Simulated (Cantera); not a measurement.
MgF2 + H2O + N2 (halide evaporation, hydrolysis and transport)

A closed system holds: 1 mol MgF2, 17 mol H2O, 62 mol N2, held at 3.00 Pa.

Equilibrium computed with Cantera from the NASA thermochemical tables; the gas is ideal and each condensed phase is pure. Candidate condensed phases: H2O, Mg, MgF2, MgO, Mg(OH)2; 50 gas species. Kinetics and transport are ignored.

From 1250 K to 1850 K the condensed part is MgO(s). The main Mg-bearing gas is MgF2 at 1250 K and Mg at 1850 K.

```json
[
 {"T (K)": "1250", "x N2": "0.775", "x H2O": "0.200", "x HF": "0.0250", "x H2": "0.000151", "x H": "1.08e-6", "x O2": "6.95e-5", "n MgO(s)": "1.000"},
 {"T (K)": "1350", "x N2": "0.775", "x H2O": "0.199", "x HF": "0.0250", "x H2": "0.000495", "x H": "9.68e-6", "x O2": "0.000225", "n MgO(s)": "1.000"},
 {"T (K)": "1450", "x N2": "0.774", "x H2O": "0.198", "x HF": "0.0250", "x H2": "0.00138", "x H": "6.41e-5", "x O2": "0.000620", "n MgO(s)": "1.000"},
 {"T (K)": "1550", "x N2": "0.773", "x H2O": "0.196", "x HF": "0.0249", "x H2": "0.00334", "x H": "0.000332", "x O2": "0.00150", "n MgO(s)": "1.000"},
 {"T (K)": "1650", "x N2": "0.771", "x H2O": "0.190", "x HF": "0.0248", "x H2": "0.00716", "x H": "0.00140", "x O2": "0.00325", "n MgO(s)": "0.996"},
 {"T (K)": "1750", "x N2": "0.765", "x H2O": "0.179", "x HF": "0.0246", "x H2": "0.0135", "x H": "0.00494", "x O2": "0.00652", "n MgO(s)": "0.945"},
 {"T (K)": "1850", "x N2": "0.747", "x H2O": "0.160", "x HF": "0.0239", "x H2": "0.0216", "x H": "0.0144", "x O2": "0.0132", "n MgO(s)": "0.429"}
]
```
x: gas mole fraction; n: condensed amount in mol.
